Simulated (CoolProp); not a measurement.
Vapour-liquid equilibrium of R22 (1) + dimethyl ether (2) at 0.864 bar; x and y are mole fractions of (1).

Computed with CoolProp (multi-fluid Helmholtz-energy mixture model, Kamei 1995 and Wu 2011; pair parameters Bell 2016).

| x | bubble temperature, mixture model (°C) | bubble temperature, Raoult's law (°C) | y, mixture model | y, Raoult's law |
|---|---|---|---|---|
| 0.05 | -28.1 | -29.5 | 0.038 | 0.097 |
| 0.125 | -27.6 | -31.1 | 0.104 | 0.226 |
| 0.2 | -27.3 | -32.6 | 0.185 | 0.340 |
| 0.275 | -27.3 | -34.0 | 0.281 | 0.440 |
| 0.35 | -27.5 | -35.3 | 0.392 | 0.528 |
| 0.425 | -28.2 | -36.5 | 0.511 | 0.607 |
| 0.5 | -29.5 | -37.7 | 0.631 | 0.677 |
| 0.575 | -31.2 | -38.8 | 0.742 | 0.740 |
| 0.65 | -33.4 | -39.8 | 0.834 | 0.797 |
| 0.725 | -36.0 | -40.9 | 0.904 | 0.849 |
| 0.8 | -38.5 | -41.8 | 0.951 | 0.895 |
| 0.875 | -41.0 | -42.7 | 0.979 | 0.937 |
| 0.95 | -43.0 | -43.6 | 0.995 | 0.976 |

The largest gap from Raoult's law is +8.3 K in bubble temperature, at x = 0.425. y crosses x between x = 0.2 and 0.275: the model has an azeotrope there.

The pair parameters rest on a limited set of measurements; away from them the model extrapolates.
